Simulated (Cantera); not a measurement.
An isothermal, constant-pressure homogeneous reactor starts with H2 : O2 = 0.2 : 1 (molar parts), equivalence ratio 0.10, at 973 K and 0.0109 atm.

Model: the H2/O2 subset of GRI-Mech 3.0, which has no nitrogen chemistry, integrated in Cantera. Radical loss at walls, strong at low pressure, is not modelled. The temperature is held fixed by assumption; the heat of reaction is taken as removed at once.

x: mole fraction; the columns are a selection and need not sum to one.

```csv
t (s),x H2,x O2,x H2O2,x H2O,x H
2.00e-5,0.167,0.833,<1e-12,<1e-12,1.00e-11
5.11e-5,0.167,0.833,<1e-12,1.02e-12,2.49e-11
0.000130,0.167,0.833,<1e-12,1.22e-11,6.43e-11
0.000333,0.167,0.833,<1e-12,1.38e-10,2.15e-10
0.000850,0.167,0.833,<1e-12,2.42e-9,1.82e-9
0.00217,0.167,0.833,2.54e-12,4.02e-7,2.54e-7
0.00554,0.110,0.806,___,0.0410,0.0271
0.0141,0.00448,0.794,___,0.161,0.0193
0.0361,0.000671,0.815,___,0.180,0.000847
0.0922,7.75e-5,0.818,___,0.182,2.69e-5
0.235,1.01e-5,0.818,___,0.182,1.42e-6
0.601,1.57e-6,0.818,___,0.182,1.22e-7
1.53,3.13e-7,0.818,___,0.182,1.54e-8
3.92,8.09e-8,0.818,___,0.182,2.51e-9
10.0,2.47e-8,0.818,___,0.182,4.75e-10
```

Question: Some entries are withheld; supply them.

Answer: 
- 0.00554, x H2O2: 2.51e-7
- 0.0141, x H2O2: 2.76e-7
- 0.0361, x H2O2: 3.08e-7
- 0.0922, x H2O2: 2.14e-7
- 0.235, x H2O2: 1.09e-7
- 0.601, x H2O2: 4.97e-8
- 1.53, x H2O2: 2.27e-8
- 3.92, x H2O2: 1.05e-8
- 10.0, x H2O2: 4.86e-9
